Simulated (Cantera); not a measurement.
Hydrocarbon pyrolysis for carbon deposition

A perfectly stirred reactor is fed with 5.75 % CH₄, 86.2 % N₂, 8.05 % H₂O, at 760 Torr; it is held at 1800 K, and followed from long to short residence time.

Cantera simulation using GRI-Mech 3.0 (53 species, 325 reactions); the numbers are that mechanism's predictions, not measurements.

```json
[
 {"τ (s)": "1.3", "x CH₄": "0.00320", "x H₂": "0.130", "x C₂H": "5.86e-8", "x CH₃": "6.36e-5", "x H": "0.000128"},
 {"τ (s)": "0.46", "x CH₄": "0.00483", "x H₂": "0.115", "x C₂H": "9.82e-8", "x CH₃": "0.000101", "x H": "0.000120"},
 {"τ (s)": "0.16", "x CH₄": "0.00720", "x H₂": "0.0971", "x C₂H": "1.43e-7", "x CH₃": "0.000160", "x H": "0.000108"},
 {"τ (s)": "0.057", "x CH₄": "0.0107", "x H₂": "0.0801", "x C₂H": "1.74e-7", "x CH₃": "0.000248", "x H": "9.37e-5"},
 {"τ (s)": "0.020", "x CH₄": "0.0163", "x H₂": "0.0639", "x C₂H": "1.78e-7", "x CH₃": "0.000385", "x H": "7.74e-5"},
 {"τ (s)": "0.0069", "x CH₄": "0.0246", "x H₂": "0.0477", "x C₂H": "1.49e-7", "x CH₃": "0.000582", "x H": "5.98e-5"},
 {"τ (s)": "0.0024", "x CH₄": "0.0348", "x H₂": "0.0309", "x C₂H": "9.73e-8", "x CH₃": "0.000819", "x H": "4.16e-5"},
 {"τ (s)": "0.00085", "x CH₄": "0.0449", "x H₂": "0.0152", "x C₂H": "3.95e-8", "x CH₃": "0.00101", "x H": "2.39e-5"},
 {"τ (s)": "0.00030", "x CH₄": "0.0530", "x H₂": "0.00435", "x C₂H": "4.90e-9", "x CH₃": "0.000951", "x H": "9.31e-6"}
]
```
x: mole fraction; the columns are a selection and need not sum to one.
